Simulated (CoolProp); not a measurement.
Sulfur hexafluoride along the isotherm 264.45 °C: density (kg/m³) from the reference equation and from simpler models built on Tc = 45.6 °C, pc = 3.755 MPa, ω = 0.210; each cubic takes its own stable root.

The numbers come from the reference Helmholtz-energy equation of state, Guder 2009 in CoolProp.

| p (MPa) | phase | reference |
|---|---|---|
| 0.375 | gas | 12.31 |
| 0.751 | gas | 24.75 |
| 1.13 | gas | 37.39 |
| 1.5 | gas | 49.83 |
| 1.88 | gas | 62.70 |
| 2.25 | gas | 75.32 |
| 2.63 | gas | 88.37 |
| 3 | gas | 101.2 |
| 3.38 | gas | 114.4 |
| 3.75 | gas | 127.3 |
| 4.13 | supercritical | 140.7 |
| 4.51 | supercritical | 154.1 |
| 4.88 | supercritical | 167.2 |
| 5.26 | supercritical | 180.7 |
| 5.63 | supercritical | 194.0 |

Q: How far does each simpler model (ideal gas, van der Waals, Redlich-Kwong, Soave-Redlich-Kwong, Peng-Robinson) lie from the reference over these 15 states: mean and median of the absolute difference, and the worst?

A: 
- ideal gas: mean 3.0 %, median 3.1 %, worst -5.2 % at 264.45 °C and 5.63 MPa
- van der Waals: mean 3.1 %, median 2.9 %, worst +6.2 % at 264.45 °C and 5.63 MPa
- Redlich-Kwong: mean 1.8 %, median 1.8 %, worst +3.4 % at 264.45 °C and 5.63 MPa
- Soave-Redlich-Kwong: mean 0.7 %, median 0.7 %, worst -1.4 % at 264.45 °C and 5.63 MPa
- Peng-Robinson: mean 0.7 %, median 0.8 %, worst +1.1 % at 264.45 °C and 5.63 MPa
